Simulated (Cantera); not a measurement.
A closed system holds: 1 mol Si, a varied amount of Cl2, 0.46 mol H2, equilibrated at 100 Torr.

Points: T (K) = 1050, 1100, 1150, 1200, 1250, 1300, 1350, 1400, 1450, 1500; n(Cl2) (mol) = 0.5, 0.66, 0.87, 1.1, 1.5, 2, 2.6.

Cantera's Mixture.equilibrate('TP', solver="vcs", rtol=1e-11, max_steps=5000) on the NASA tables stopped like this:

```
ERROR: FAILURE its = 5001!

*******************************************************************************
CanteraError thrown by MultiPhase::equilibrate:
VCS solver failed. Return code: -1
*******************************************************************************
```

What got this run through?

One answer among several that fit: The failure is numerical, not chemical. The same input converged with solver="gibbs", rtol=1e-10, max_steps=50000, and the result passed a check of the equilibrium conditions:
```
   1050        0.5  Si(cr)
   1050       0.66  Si(cr)
   1050       0.87  Si(cr)
   1050        1.1  Si(cr)
   1050        1.5  Si(cr)
   1050          2  gas only
   1050        2.6  gas only
   1100        0.5  Si(cr)
   1100       0.66  Si(cr)
   1100       0.87  Si(cr)
   1100        1.1  Si(cr)
   1100        1.5  Si(cr)
   1100          2  gas only
   1100        2.6  gas only
   1150        0.5  Si(cr)
   1150       0.66  Si(cr)
   1150       0.87  Si(cr)
   1150        1.1  Si(cr)
   1150        1.5  Si(cr)
   1150          2  gas only
   1150        2.6  gas only
   1200        0.5  Si(cr)
   1200       0.66  Si(cr)
   1200       0.87  Si(cr)
   1200        1.1  Si(cr)
   1200        1.5  Si(cr)
   1200          2  gas only
   1200        2.6  gas only
   1250        0.5  Si(cr)
   1250       0.66  Si(cr)
   1250       0.87  Si(cr)
   1250        1.1  Si(cr)
   1250        1.5  Si(cr)
   1250          2  gas only
   1250        2.6  gas only
   1300        0.5  Si(cr)
   1300       0.66  Si(cr)
   1300       0.87  Si(cr)
   1300        1.1  Si(cr)
   1300        1.5  Si(cr)
   1300          2  gas only
   1300        2.6  gas only
   1350        0.5  Si(cr)
   1350       0.66  Si(cr)
   1350       0.87  Si(cr)
   1350        1.1  Si(cr)
   1350        1.5  Si(cr)
   1350          2  gas only
   1350        2.6  gas only
   1400        0.5  Si(cr)
   1400       0.66  Si(cr)
   1400       0.87  Si(cr)
   1400        1.1  Si(cr)
   1400        1.5  Si(cr)
   1400          2  gas only
   1400        2.6  gas only
   1450        0.5  Si(cr)
   1450       0.66  Si(cr)
   1450       0.87  Si(cr)
   1450        1.1  Si(cr)
   1450        1.5  Si(cr)
   1450          2  gas only
   1450        2.6  gas only
   1500        0.5  Si(cr)
   1500       0.66  Si(cr)
   1500       0.87  Si(cr)
   1500        1.1  Si(cr)
   1500        1.5  gas only
   1500          2  gas only
   1500        2.6  gas only
```

The gas is ideal and each condensed phase is pure. The tables' values for SiCl3 are old estimates.
